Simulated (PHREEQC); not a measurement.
A solution holds 0.0012 mol HBr, 0.0092 mol AlCl3 and 0.034 mol KCl per kg of water, at 25 °C. Closed to the air; pH follows from the charge balance.

The numbers come from PHREEQC with the ion-association model, wateq4f.dat.

Each row changes one thing in this solution. This is a speciation only: nothing precipitates in the calculation.

```csv
case,pH,AlOH+2 (mol/kgw),Al(OH)2+ (mol/kgw),Al(OH)3 (mol/kgw),SI of Gibbsite (Al(OH)3),SI of Boehmite (AlOOH)
as made,2.99,4.12e-5,1.57e-7,1.74e-11,-1.92,-2.39
HBr left out,3.72,0.000219,4.55e-6,2.75e-9,+0.28,-0.19
0.00048 mol/kgw NaOH added,3.19,6.49e-5,3.91e-7,6.86e-11,-1.32,-1.80
KCl left out,2.98,4.32e-5,1.78e-7,2.01e-11,-1.86,-2.33
KCl from 0.034 to 0.0034 mol/kgw,2.98,4.29e-5,1.75e-7,1.98e-11,-1.87,-2.34
HBr replaced by BaBr2 at the same molality,3.72,0.000219,4.52e-6,2.73e-9,+0.28,-0.20
```

Species that the database lacks are ignored. Some of these states are supersaturated (in Gibbsite (slow to form), for instance).
